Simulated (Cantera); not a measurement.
An adiabatic, constant-volume homogeneous reactor starts with 18.9 % CO, 9.21 % H2, 15.1 % O2, 56.8 % N2, equivalence ratio 0.93, at 1225 K and 0.330 bar.

Detailed kinetics in Cantera: GRI-Mech 3.0 (53 species, 325 reactions).

x: mole fraction; the columns are a selection and need not sum to one.

```tsv
t (s)	T (K)	P (bar)	x CO	x H2	x O2	x NO	x CO2	x N2O
2.00e-6	1225	0.330	0.189	0.0921	0.151	<1e-12	1.41e-9	<1e-12
9.28e-6	1225	0.330	0.189	0.0921	0.151	<1e-12	7.93e-9	<1e-12
4.31e-5	1225	0.330	0.189	0.0921	0.151	<1e-12	[?]	<1e-12
0.000200	[?]	0.440	[?]	[?]	[?]	[?]	[?]	[?]
0.000928	2668	0.662	0.0881	0.00864	0.0492	0.00135	0.117	3.18e-7
0.00431	2736	0.675	0.0837	0.00796	0.0433	0.0108	0.123	5.09e-7
0.0200	2734	0.674	0.0837	0.00797	0.0422	0.0133	0.123	5.38e-7
0.0928	2734	0.674	0.0837	0.00797	0.0422	0.0133	0.123	5.38e-7
0.431	2734	0.674	0.0837	0.00797	0.0422	0.0133	0.123	5.38e-7
2.00	2734	0.674	0.0837	0.00797	0.0422	0.0133	0.123	5.38e-7
```

Problem. Complete the blanks.

Solution. 
- 4.31e-5, x CO2: 2.36e-7
- 0.000200, T (K): 1662
- 0.000200, x CO: 0.125
- 0.000200, x H2: 0.0114
- 0.000200, x O2: 0.0711
- 0.000200, x NO: 9.85e-6
- 0.000200, x CO2: 0.0673
- 0.000200, x N2O: 5.34e-8
